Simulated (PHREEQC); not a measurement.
**Acid mine or pickling water: speciation**

Model water analysis in mg/L, 25 °C, pH 2.06, pe 11.7:

| constituent | mg/L |
|---|---|
| Na | 1070 |
| K | 68.6 |
| Ca | 249 |
| Mg | 4.46 |
| Cl | 364 |
| S(6) as SO4 | 3380 |
| B | 4.96 |
| Pb | 8.09 |
| F | 0.145 |
| Sr | 0.866 |

Cl is adjusted to close the charge balance.
Valence states are taken as typed.

All values are PHREEQC results (ion-association model, wateq4f.dat), not measurements.

Precipitation was switched off in this run.

**Question.** Estimate the ionic strength.

**Answer.** ionic strength 0.0903 mol/kgw.

**Question.** In which forms is Ca present?

**Answer.** Ca+2 59 %, CaSO4 39 %, CaHSO4+ 2.6 % of the Ca.

Saturation is exceeded, for instance for Anglesite; the values hold only as long as no solid forms. Species that the database lacks are ignored. Real BF4- forms and hydrolyses slowly; the run takes it at equilibrium.
